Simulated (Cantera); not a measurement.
Feed: 1 mol SiC, 1.3 mol O2, 12 mol N2, at 850 °C and 10000 Pa.

Cantera equilibrium calculation (NASA polynomials, part measured and part estimated; ideal gas, pure solids and liquids). Candidate condensed phases: C, Si, SiC, SiO2, Si2N2O, Si3N4; 34 gas species. Kinetics and transport are ignored.

What is the equilibrium state?

x(N2): 0.952
x(CO): 0.0476
x(CO2): 1.37e-5
n(C(graphite)): 0.400 mol
n(SiO2(β-quartz)): 1.00 mol
gas amount: 12.60 mol
log10 activity of Si(s) (absent): -8.68
